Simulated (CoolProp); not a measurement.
Computed with CoolProp (reference Helmholtz-energy equation of state, Lemmon 2006). It is a short technical equation, of lower accuracy than the large ones.

Q: For hydrogen sulfide, give the phase and the cv (kJ/(kg K)), speed of sound (m/s) at 412.4 K and 2.62 bar.

A: 
- 412.4 K and 2.62 bar: gas; cv 0.808, speed of sound 361
